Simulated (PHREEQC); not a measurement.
A solution holds 7.4 mmol/kgw ZnSO4 and 160 mmol/kgw HCl, at 25 °C. Closed to the air; pH follows from the charge balance.

All values are PHREEQC results (ion-association model, phreeqc.dat), not measurements.

Precipitation was switched off in this run.

### Question
Order these Zn species by the share of Zn that they hold, largest first: Zn+2, ZnCl2, ZnSO4, ZnCl+, ZnCl3-.

### Answer
Zn+2 (85 %), ZnCl+ (11 %), ZnSO4 (2.3 %), ZnCl2 (0.96 %), ZnCl3- (0.18 %)

### Question
Order these S species by the share of S that they hold, largest first: SO4-2, HSO4-, ZnSO4.

### Answer
HSO4- (81 %), SO4-2 (17 %), ZnSO4 (2.3 %)

The pH is 0.91 and the ionic strength 0.175 mol/kgw.
